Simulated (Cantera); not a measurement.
Mixture: 32.9 % H2, 12.7 % O2, 47.8 % N2, 6.59 % H2O, equivalence ratio 1.3, at 3500000 Pa, adiabatic and at constant volume. Ignition delay is the time to a rise of 400 K.

Computed with Cantera and the H2/O2 subset of GRI-Mech 3.0, which has no nitrogen chemistry. The hydrogen kinetics of GRI-Mech 3.0 are dated; newer H2 mechanisms differ, most at raised pressure. The pressure lies above the range GRI-Mech 3.0 was tuned for (to about 10 atm). Below about 950 K walls govern HO2 and H2O2 in real vessels.

### Question
At T0 = 1275 K, what is the delay, and which 6 reactions control it most (d ln τ / d ln k, from doubling and halving each rate constant)?

### Answer
The delay is 37.8 µs.
```csv
reaction,d ln τ / d ln k,faster rate
H + O2 <=> O + OH,-0.51,shortens it
H + H2O2 <=> H2 + HO2,-0.49,shortens it
2 OH (+M) <=> H2O2 (+M),-0.39,shortens it
H + O2 + H2O <=> HO2 + H2O,0.19,lengthens it
H + O2 + M <=> HO2 + M,0.11,lengthens it
H + O2 + N2 <=> HO2 + N2,0.10,lengthens it
```
